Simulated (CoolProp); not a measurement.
Vapour-liquid equilibrium of dimethyl ether (1) + ethanol (2) at 339.3 K; x and y are mole fractions of (1).

Computed with CoolProp (multi-fluid Helmholtz-energy mixture model, Wu 2011 and Schroeder 2014; pair parameters Bell 2016).

```
x     bubble pressure (bar)  y at the bubble point  dew pressure at overall composition x (bar)  liquid density (mol/L)
----  ---------------------  ---------------------  -------------------------------------------  ----------------------
0.05                  1.784                  0.662                                       0.6439                   16.13
0.2                   4.934                  0.886                                       0.7641                   15.77
0.35                  7.533                  0.932                                       0.9388                   15.37
0.5                   9.670                  0.952                                        1.216                   14.92
0.65                  11.53                  0.966                                        1.723                   14.40
0.8                   13.41                  0.978                                        2.946                   13.79
0.95                  15.68                  0.994                                        9.390                   13.03
```

No azeotrope shows between x = 0.05 and 0.95.

The pair parameters rest on a limited set of measurements; away from them the model extrapolates. The gap from Raoult's law changes sign with composition, which may be real or a fault of the pair parameters; it wasn't checked against measurements.
